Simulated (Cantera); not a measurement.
Feed: 1 mol SiC, 0.0041 mol H2O, 300 mol N2, 0.011 mol O2, at 0.0100 bar.

Equilibrium computed with Cantera from the NASA thermochemical tables; the gas is ideal and each condensed phase is pure. Candidate condensed phases: C, C6H6, C7H8, C8H18, H2O, Si, SiC, SiO2, Si2N2O, Si3N4; 151 gas species. Equilibrium is a limit: real reactors are often held back by kinetics, nucleation or transport.

Question: Which condensed phases are stable at each of these points (T (°C)): 1750, 1775, 1800, 1825, 1850, 1875, 1900, 1925?

Answer: 
| T (°C) | condensed phases | Si condensed (%) |
|---|---|---|
| 1750 | C(graphite) + SiC(s) | 88.4 |
| 1775 | C(graphite) + SiC(s) | 83.0 |
| 1800 | C(graphite) + SiC(s) | 75.3 |
| 1825 | C(graphite) + SiC(s) | 64.4 |
| 1850 | C(graphite) + SiC(s) | 49.0 |
| 1875 | C(graphite) + SiC(s) | 27.5 |
| 1900 | C(graphite) | 0.0 |
| 1925 | C(graphite) | 0.0 |

From 1750 °C to 1875 °C the condensed part is C(graphite) + SiC(s). From 1900 °C to 1925 °C the condensed part is C(graphite).
